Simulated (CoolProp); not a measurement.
Vapour-liquid equilibrium of R114 (1) + R113 (2) at 112.25 °C; x and y are mole fractions of (1).

Computed with CoolProp (multi-fluid Helmholtz-energy mixture model, Platzer 1990 and Marx 1992; pair parameters Bell 2016). This equation is an older, rougher fit; its heat capacities, sound speeds and derivatives of the liquid may be far off and weren't checked against measurements.

Problem. Give the bubble pressure and the first vapour's composition at x = 0.65, 0.85, 0.95. Is there an azeotrope?

Solution. x = 0.65: 1.325 MPa, y = 0.805; x = 0.85: 1.586 MPa, y = 0.921; x = 0.95: 1.727 MPa, y = 0.974. No azeotrope shows between x = 0.05 and 0.95.

The pair parameters rest on a limited set of measurements; away from them the model extrapolates.
